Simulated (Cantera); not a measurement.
A perfectly stirred reactor is fed with NH3 : H2 = 1 : 1.2 (molar parts), at 300 Torr; it is held at 2350 K, and followed from long to short residence time.

Model: the gas-phase N/H chemistry of the illustrative SiF4/NH3 mechanism in the Surface Chemkin manual (1991), integrated in Cantera. Walls and surfaces, which speed up NH3 decomposition in real reactors, are not modelled.

Problem. What does this change do: pressure from 300 Torr to 30.8 Torr?

Solution. 
```json
[
 {"quantity": "x(NH3) at τ = 7.60 s", "before": "0.000187", "after": "8.15e-5"},
 {"quantity": "x(H2) at τ = 7.60 s", "before": "0.827", "after": "0.800"},
 {"quantity": "x(N2H2) at τ = 7.60 s", "before": "1.19e-9", "after": "3.04e-9"},
 {"quantity": "x(N2H4) at τ = 7.60 s", "before": "2.77e-12", "after": "<1e-12"},
 {"quantity": "x(NH2) at τ = 7.60 s", "before": "1.29e-5", "after": "1.53e-5"},
 {"quantity": "x(NH3) at τ = 17.0 ms", "before": "0.0684", "after": "0.282"},
 {"quantity": "x(H2) at τ = 17.0 ms", "before": "0.795", "after": "0.655"},
 {"quantity": "x(N2H2) at τ = 17.0 ms", "before": "1.34e-6", "after": "7.17e-6"},
 {"quantity": "x(N2H4) at τ = 17.0 ms", "before": "1.20e-8", "after": "8.84e-9"},
 {"quantity": "x(NH2) at τ = 17.0 ms", "before": "0.000846", "after": "0.00227"}
]
```

Problem. What does this change do: temperature 2350 to 1850 K?

Solution. 
```csv
quantity,before,after
x(NH3) at τ = 7.60 s,0.000187,0.0383
x(H2) at τ = 7.60 s,0.827,0.818
x(N2H2) at τ = 7.60 s,1.19e-9,4.65e-8
x(N2H4) at τ = 7.60 s,2.77e-12,2.56e-9
x(NH2) at τ = 7.60 s,1.29e-5,6.08e-5
x(NH3) at τ = 17.0 ms,0.0684,0.439
x(H2) at τ = 17.0 ms,0.795,0.555
x(N2H2) at τ = 17.0 ms,1.34e-6,1.08e-6
x(N2H4) at τ = 17.0 ms,1.20e-8,7.27e-8
x(NH2) at τ = 17.0 ms,0.000846,0.000324
```
